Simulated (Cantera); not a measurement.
A closed system holds: 1 mol PbO, 2.3 mol CO, 7.1 mol H₂, 0.52 mol CH₄, equilibrated at 800 K and 0.000130 bar.

Equilibrium computed with Cantera from the NASA thermochemical tables; the gas is ideal and each condensed phase is pure. Candidate condensed phases: C, C₆H₆, C₇H₈, C₈H₁₈, H₂O, Pb, PbO, PbO₂, Pb₃O₄; 113 gas species. Equilibrium is a limit: real reactors are often held back by kinetics, nucleation or transport.

Base state: H₂ 0.724, CO 0.232, CO₂ 0.0252, H₂O 0.0186, Pb 0.000473 (mole fractions); condensed: Pb(l).

Task: What changes in the equilibrium state with this change: temperature from 800 K to 1298.15 K?

Result: 
```csv
species,before,after
H₂,0.724,0.647
CO,0.232,0.229
Pb,0.000473,0.0836
CO₂,0.0252,0.00673
H₂O,0.0186,0.0334
H,<1e-9,7.58e-5
"Pb(l), mol",0.995,0
```
